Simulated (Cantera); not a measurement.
Cantera run, input and output.

```python
import numpy as np
import cantera as ct

gas = ct.Solution("gri30.yaml")
gas.TPX = 1673, 500000, {'CH4': 1, 'O2': 1.33, 'N2': 5.01, 'CO2': 2.6}
reactor = ct.IdealGasConstPressureReactor(gas, energy="on", clone=False)
net = ct.ReactorNet([reactor])
net.rtol, net.atol = 1e-08, 1e-16
show = ['CH4', 'O2', 'CO2', 'HCN', 'CO', 'H2']
times = np.geomspace(9e-06, 2, 14)

steps = ct.SolutionArray(gas, extra=["t"])
rows = []
print(f"{'t/s':>10s}{'T/K':>9s}{'P/Pa':>11s}" + "".join(f"{s:>11s}" for s in show))
for t in times:
    while net.time < t:
        t_next = net.step()
        steps.append(gas.state, t=t_next)
    rows.append([np.interp(t, steps.t, y) for y in (steps.T, steps.P, *steps(*show).X.T)])
    print(f"{t:10.3e}{rows[-1][0]:9.1f}{rows[-1][1]:11.4g}" + "".join(f"{x:11.3e}" for x in rows[-1][2:]))
rate = np.gradient(steps.T, steps.t)
print("integrator steps:", len(steps.t))
if steps.T.max() > steps.T[0] + 200:
    print(f"time of steepest temperature rise: {steps.t[rate.argmax()]:.4e} s")
gas.TPX = 1673, 500000, {'CH4': 1, 'O2': 1.33, 'N2': 5.01, 'CO2': 2.6}
gas.equilibrate("HP")
print(f"equilibrium (HP): T = {gas.T:.1f} K  " + "  ".join(f"{s} {gas[s].X[0]:.3e}" for s in show))
```

Output:

```
       t/s      T/K       P/Pa        CH4         O2        CO2        HCN         CO         H2
 9.000e-06   1672.7      5e+05  1.005e-01  1.337e-01  2.616e-01  3.471e-14  1.845e-06  2.984e-05
 2.320e-05   1673.2      5e+05  9.988e-02  1.335e-01  2.615e-01  3.481e-13  2.527e-05  1.467e-04
 5.982e-05   1682.1      5e+05  9.616e-02  1.315e-01  2.613e-01  5.353e-12  6.284e-04  1.229e-03
 1.542e-04   2446.7      5e+05  6.197e-14  5.605e-03  2.116e-01  1.518e-09  1.234e-01  1.570e-02
 3.976e-04   2538.8      5e+05  1.259e-13  1.545e-03  2.214e-01  1.469e-09  1.163e-01  1.422e-02
 1.025e-03   2538.8      5e+05  1.297e-13  1.487e-03  2.213e-01  2.402e-09  1.163e-01  1.423e-02
 2.642e-03   2536.6      5e+05  1.326e-13  1.446e-03  2.211e-01  4.399e-09  1.166e-01  1.428e-02
 6.812e-03   2533.5      5e+05  1.369e-13  1.389e-03  2.207e-01  7.248e-09  1.169e-01  1.436e-02
 1.756e-02   2532.2      5e+05  1.387e-13  1.367e-03  2.206e-01  8.416e-09  1.170e-01  1.439e-02
 4.528e-02   2532.2      5e+05  1.387e-13  1.366e-03  2.206e-01  8.454e-09  1.170e-01  1.439e-02
 1.167e-01   2532.2      5e+05  1.387e-13  1.366e-03  2.206e-01  8.454e-09  1.170e-01  1.439e-02
 3.009e-01   2532.2      5e+05  1.387e-13  1.366e-03  2.206e-01  8.454e-09  1.170e-01  1.439e-02
 7.758e-01   2532.2      5e+05  1.387e-13  1.366e-03  2.206e-01  8.454e-09  1.170e-01  1.439e-02
 2.000e+00   2532.2      5e+05  1.387e-13  1.366e-03  2.206e-01  8.454e-09  1.170e-01  1.439e-02
integrator steps: 1823
time of steepest temperature rise: 1.3237e-04 s
equilibrium (HP): T = 2532.2 K  CH4 1.614e-13  O2 1.366e-03  CO2 2.206e-01  HCN 8.454e-09  CO 1.170e-01  H2 1.439e-02
```

Cantera simulation using GRI-Mech 3.0 (53 species, 325 reactions); the numbers are that mechanism's predictions, not measurements.
